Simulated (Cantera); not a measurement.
Feed: 1 mol AlN, 45 mol Cl₂, at 19.0 mbar.

Equilibrium computed with Cantera from the NASA thermochemical tables; the gas is ideal and each condensed phase is pure. Candidate condensed phases: Al, AlCl₃, AlN; 11 gas species. The tables' values for AlCl₂ are old estimates; treat these amounts as uncertain. Kinetics and transport are ignored.

log p: log10 of the partial pressure in bar; nothing condenses.

| T (K) | log p Cl | log p Cl₂ | log p AlCl₃ | log p N₂ | log p AlCl₂ | log p AlCl |
|---|---|---|---|---|---|---|
| 1073 | -3.84 | -1.74 | -3.38 | -3.68 | -12.93 | <-13 |
| 1173 | … | -1.75 | -3.38 | -3.68 | -11.69 | <-13 |
| 1273 | -2.90 | -1.77 | -3.39 | -3.69 | -10.64 | <-13 |
| 1373 | -2.54 | -1.81 | -3.41 | -3.71 | -9.75 | <-13 |
| 1473 | -2.26 | -1.89 | -3.44 | -3.74 | -8.97 | -13.56 |
| 1573 | -2.04 | -2.02 | -3.49 | -3.79 | -8.28 | -12.29 |
| 1673 | … | … | … | -3.85 | -7.65 | … |
| 1773 | -1.81 | -2.51 | -3.60 | -3.90 | -7.04 | -9.96 |
| 1873 | -1.77 | -2.82 | -3.64 | -3.94 | -6.45 | -8.85 |
| 1973 | -1.75 | -3.14 | -3.65 | -3.95 | -5.89 | -7.81 |
| 2073 | -1.74 | -3.44 | -3.67 | -3.96 | -5.38 | -6.86 |

### Question
Fill in the missing entries.

### Answer

- 1673, log p Cl: -1.90
- 1673, log p Cl₂: -2.23
- 1673, log p AlCl₃: -3.55
- 1673, log p AlCl: -11.10
- 1173, log p Cl: -3.32
